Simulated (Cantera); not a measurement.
# Adiabatic ignition

An adiabatic, constant-pressure homogeneous reactor starts with 6.87 % C3H8, 19.1 % O2, 71.5 % N2, 2.54 % CO2, equivalence ratio 1.8, at 1598 K and 101000 Pa.

Detailed kinetics in Cantera: GRI-Mech 3.0 (53 species, 325 reactions). GRI-Mech 3.0 was tuned for natural gas; its chemistry of propane as a main component is partial and can be far from experiment.

```
t (s)     T (K)  x C3H8      x O2    x CH2O      x H   x C2H4
--------  -----  ------  --------  --------  -------  -------
3.00e-6    1583  0.0656     0.190  0.000187  3.71e-5  0.00229
1.59e-5    1574  0.0455     0.179   0.00379  9.60e-5   0.0209
8.45e-5    2692  <1e-12  0.000374   6.01e-9   0.0161   <1e-12
0.000448   2690  <1e-12  0.000374   5.59e-9   0.0162   <1e-12
0.00238    2687  <1e-12  0.000367   5.59e-9   0.0161   <1e-12
0.0126     2686  <1e-12  0.000360   5.60e-9   0.0160   <1e-12
0.0669     2686  <1e-12  0.000360   5.60e-9   0.0160   <1e-12
0.355      2686  <1e-12  0.000360   5.60e-9   0.0160   <1e-12
1.88       2686  <1e-12  0.000360   5.60e-9   0.0160   <1e-12
10.0       2686  <1e-12  0.000360   5.60e-9   0.0160   <1e-12
```
x: mole fraction; the columns are a selection and need not sum to one.

```json
{
  "time_of_steepest_temperature_rise": "43.4 µs",
  "temperature at 10.0 s": "2686 K",
  "equilibrium_temperature": "2686 K",
  "x(C3H8) at 10.0 s": "<1e-12 (gas-phase equilibrium <1e-12)",
  "x(O2) at 10.0 s": "0.000360 (gas-phase equilibrium 0.000360)",
  "x(CH2O) at 10.0 s": "5.60e-9 (gas-phase equilibrium 5.60e-9)"
}
```
